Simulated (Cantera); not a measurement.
Charge: 1 mol Al(CH₃)₃, 3 mol N₂, a varied amount of H₂, at 1450 °C and 0.240 bar.

Method: chemical equilibrium by Gibbs-energy minimisation in Cantera with the NASA 1993 tables (ideal gas, pure condensed phases). Candidate condensed phases: Al, AlN, C, C₆H₆, C₇H₈, C₈H₁₈; 97 gas species. The feed counts by its element totals alone. Rates play no part.

x: gas mole fraction; n: condensed amount in mol.

```csv
n(H₂) (mol),x H₂,x N₂,x HCN,x H,n AlN(s),n C(graphite)
1.3,0.697,0.300,0.00190,0.000311,1.000,2.98
2.1,0.724,0.274,0.00185,0.000317,1.000,2.98
3.4,0.758,0.239,0.00177,0.000325,1.000,2.98
5.6,0.800,0.198,0.00165,0.000333,1.000,2.97
9.2,0.844,?,?,0.000343,1.000,2.97
15,0.885,0.113,0.00131,0.000351,1.000,2.96
25,0.921,?,?,0.000358,1.000,2.95
41,0.947,0.0516,0.000918,0.000363,1.000,2.94
67,0.965,0.0334,0.000745,0.000366,1.000,2.91
110,0.978,0.0211,0.000596,0.000369,1.000,2.88
180,0.986,0.0131,0.000472,0.000370,0.999,2.83
300,0.991,0.00796,0.000369,0.000371,0.998,2.75
490,0.994,0.00488,0.000289,0.000372,0.996,2.64
```

Complete the blanks.


- 9.2, x N₂: 0.154
- 9.2, x HCN: 0.00149
- 25, x N₂: 0.0776
- 25, x HCN: 0.00111
